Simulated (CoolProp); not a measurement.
Vapour-liquid equilibrium of isopentane (1) + toluene (2) at 0.0384 MPa; x and y are mole fractions of (1).

Computed with CoolProp (multi-fluid Helmholtz-energy mixture model, Lemmon 2006 and Lemmon 2006; pair parameters Bell 2016).

Q: Give the bubble temperature and the first vapour's composition at x = 0.05, 0.15, 0.75. Is there an azeotrope?

A: x = 0.05: 62.7 °C, y = 0.485; x = 0.15: 40.7 °C, y = 0.816; x = 0.75: 7.6 °C, y = 0.986. No azeotrope shows between x = 0.05 and 0.95.

Pair parameters are fitted to limited data, so mixtures are less certain than the pure fluids.
